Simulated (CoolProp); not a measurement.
A closed Brayton cycle with carbon dioxide: compressor inlet 315.15 K and 9.7 MPa, high pressure 17.5 MPa, turbine inlet 640 K, compressor efficiency 0.8, turbine efficiency 0.85, recuperator effectiveness 0.8 (on enthalpy, no pinch check). Each further row changes one setting.

The numbers come from the reference Helmholtz-energy equation of state, Span 1996 in CoolProp.

```tsv
case	thermal efficiency (%)	net work (kJ/kg)	compressor to turbine work	compressor exit (K)	turbine exit (K)
as stated	___	39.9	0.29	339.1	580.5
turbine inlet 590 K	___	___	0.32	339.1	532.5
compressor inlet 325.15 K	17.6	31.3	___	___	580.5
high pressure 14.9 MPa	15.7	30.6	___	___	596.6
recuperator effectiveness 0.5	13.0	39.9	0.29	339.1	580.5
```

Q: Fill in the missing entries.

A: 
- as stated, thermal efficiency (%): 18.6
- turbine inlet 590 K, thermal efficiency (%): 17.3
- turbine inlet 590 K, net work (kJ/kg): 34.3
- compressor inlet 325.15 K, compressor to turbine work: 0.44
- compressor inlet 325.15 K, compressor exit (K): 367.2
- high pressure 14.9 MPa, compressor to turbine work: 0.27
- high pressure 14.9 MPa, compressor exit (K): 332.4
